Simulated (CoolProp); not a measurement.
Computed with CoolProp (reference Helmholtz-energy equation of state, Thol 2015).

Problem. Give the vapour pressure (bar), liquid density (kg/m³), vapour density (kg/m³), liquid cp (kJ/(kg K)) of saturated octamethylcyclotetrasiloxane (D4) at 439.6 K.

Solution. 
```tsv
T (K)	p (bar)	liquid density (kg/m³)	vapour density (kg/m³)	liquid cp (kJ/(kg K))
439.6	0.795	778	6.90	1.97
```
